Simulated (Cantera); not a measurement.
A closed system holds: 1 mol CO₂, 0.0034 mol SO₂, at 280 Pa.

Equilibrium computed with Cantera from the NASA thermochemical tables; the gas is ideal and each condensed phase is pure. Candidate condensed phases: C, S; 22 gas species. Rates play no part. All values below are at 2373 K.

Base state: CO₂ 0.421, CO 0.366, O₂ 0.155, O 0.0558, SO₂ 0.00237, SO 0.000292 (mole fractions); condensed: gas only.

### Question
What changes in the equilibrium state with this change: pressure from 280 Pa to 1330 Pa?

### Answer
| species | before | after |
|---|---|---|
| CO₂ | 0.421 | 0.588 |
| CO | 0.366 | 0.265 |
| O₂ | 0.155 | 0.121 |
| O | 0.0558 | 0.0226 |
| SO | 0.000292 | 0.000174 |
| SO₂ | 0.00237 | 0.00272 |
